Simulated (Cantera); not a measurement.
Charge: 1 mol SiCl4, 0.067 mol CH4, 130 mol H2, held at 1777 °C and 13.3 mbar.

These are equilibrium values from Cantera (NASA tables, ideal gas, pure condensed phases), not measurements of a reactor. Candidate condensed phases: C, C6H6, C7H8, C8H18, Si, SiC; 109 gas species. The tables' values for SiCl are old estimates; treat these amounts as uncertain. Gases not in the tables: Si2H6 and higher silanes. Kinetics and transport are ignored.

### Question
What is the equilibrium state?

### Answer
* **x(H2)**: 0.947
* **x(HCl)**: 0.0264
* **x(H)**: 0.0191
* **x(Si)**: 0.00462
* **x(SiCl2)**: 0.00133
* **x(Cl)**: 0.000395
* **x(SiCl)**: 0.000340
* **x(SiH)**: 0.000314
* **x(Si2C)**: 0.000156
* **n(SiC(s))**: 0.0438 mol
* **gas amount**: 134.1 mol
* **log10 activity of Si(l) (absent)**: -0.10
* **log10 activity of C(graphite) (absent)**: -1.08
